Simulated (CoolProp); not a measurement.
Computed with CoolProp (reference Helmholtz-energy equation of state, Thol 2021).

Question: For chlorine, give the phase and the cv (kJ/(kg K)), Joule-Thomson coefficient (K/MPa) at 246.6 K and 0.101 MPa; 259.4 K and 0.101 MPa; 310.7 K and 0.101 MPa.

Answer: 
- 246.6 K and 0.101 MPa: gas; cv 0.354, Joule-Thomson coefficient 47.4
- 259.4 K and 0.101 MPa: gas; cv 0.357, Joule-Thomson coefficient 41.9
- 310.7 K and 0.101 MPa: gas; cv 0.368, Joule-Thomson coefficient 26.8
